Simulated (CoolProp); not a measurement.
R1336mzz(Z) along the isotherm 226.85 °C: Z from the reference equation and from simpler models built on Tc = 171.3 °C, pc = 2904 kPa, ω = 0.386; each cubic takes its own stable root.

Model: reference Helmholtz-energy equation of state, McLinden 2020, in CoolProp.

| p (kPa) | phase | reference | van der Waals | Redlich-Kwong | Soave-Redlich-Kwong | Peng-Robinson |
|---|---|---|---|---|---|---|
| 1810 | gas | 0.8458 | 0.8430 | 0.8364 | 0.8554 | 0.8364 |
| 3630 | supercritical | 0.6635 | 0.6131 | 0.6336 | 0.6928 | 0.6617 |
| 5440 | supercritical | 0.4900 | 0.4669 | 0.4720 | 0.5604 | 0.5267 |
| 7260 | supercritical | 0.4520 | 0.5296 | 0.4838 | 0.5440 | 0.5045 |
| 9070 | supercritical | 0.4867 | 0.6109 | 0.5347 | 0.5817 | 0.5349 |
| 10900 | supercritical | 0.5380 | 0.6964 | 0.5941 | 0.6347 | 0.5808 |
| 12700 | supercritical | 0.5931 | 0.7809 | 0.6548 | 0.6917 | 0.6309 |
| 14500 | supercritical | 0.6497 | 0.8649 | 0.7158 | 0.7503 | 0.6830 |
| 16300 | supercritical | 0.7068 | 0.9484 | 0.7767 | 0.8095 | 0.7357 |
| 18100 | supercritical | 0.7639 | 1.031 | 0.8372 | 0.8687 | 0.7886 |
| 20000 | supercritical | 0.8238 | 1.118 | 0.9005 | 0.9309 | 0.8444 |
| 21800 | supercritical | 0.8803 | 1.199 | 0.9600 | 0.9895 | 0.8970 |
| 23600 | supercritical | 0.9364 | 1.280 | 1.019 | 1.048 | 0.9493 |
| 25400 | supercritical | 0.9921 | 1.360 | 1.078 | 1.106 | 1.001 |
| 27200 | supercritical | 1.047 | 1.440 | 1.136 | 1.163 | 1.053 |
| 29000 | supercritical | 1.102 | 1.519 | 1.193 | 1.220 | 1.105 |
